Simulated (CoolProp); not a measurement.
Vapour-liquid equilibrium of R114 (1) + n-heptane (2) at 364.4 K; x and y are mole fractions of (1).

The numbers come from the multi-fluid Helmholtz-energy mixture model, Platzer 1990 and Span 2003; pair parameters Bell 2016 in CoolProp. This equation is an older, rougher fit; its heat capacities, sound speeds and derivatives of the liquid may be far off and weren't checked against measurements.

| x | bubble pressure, mixture model (kPa) | bubble pressure, Raoult's law (kPa) | y, mixture model | y, Raoult's law |
|---|---|---|---|---|
| 0.05 | ___ | 137.0 | ___ | 0.433 |
| 0.2 | 352.9 | 302.8 | 0.789 | 0.784 |
| 0.35 | ___ | 468.5 | 0.872 | 0.887 |
| 0.5 | 679.6 | 634.3 | ___ | 0.936 |
| 0.65 | ___ | 800.0 | 0.939 | 0.964 |
| 0.8 | 959.4 | 965.8 | 0.963 | 0.983 |
| 0.95 | ___ | 1132 | ___ | 0.996 |

### Question
Fill in the missing entries.

### Answer

- 0.05, bubble pressure, mixture model (kPa): 152.5
- 0.05, y, mixture model: 0.473
- 0.35, bubble pressure, mixture model (kPa): 528.1
- 0.5, y, mixture model: 0.912
- 0.65, bubble pressure, mixture model (kPa): 818.0
- 0.95, bubble pressure, mixture model (kPa): 1123
- 0.95, y, mixture model: 0.990

The largest gap from Raoult's law is +16.5 % in bubble pressure, at x = 0.2. No azeotrope shows between x = 0.05 and 0.95.

The pair parameters rest on a limited set of measurements; away from them the model extrapolates. The gap from Raoult's law changes sign with composition, which may be real or a fault of the pair parameters; it wasn't checked against measurements.
